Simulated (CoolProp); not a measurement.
Isobutane at 298.15 K and 0.211 MPa flows at 0.37 m/s in a round tube of 50 mm bore and 45 µm roughness, fully developed (64/Re and Nu = 3.66 if laminar; Colebrook and Gnielinski if turbulent). Each further row changes one setting.

Computed with CoolProp (reference Helmholtz-energy equation of state, Bücker 2006).

```csv
case,Reynolds number,Darcy friction factor,pressure drop (Pa/m),heat-transfer coefficient (W/(m² K)),mass flow (kg/h)
as stated,13000,0.0304,0.218,13.5,13.7
velocity 0.74 m/s,25900,0.0264,0.759,24.2,27.4
diameter 100 mm,25900,0.0254,0.0912,11.6,54.9
```

Viscosity comes from a separate model (Vogel 2000). Thermal conductivity comes from a separate model (Perkins 2002).
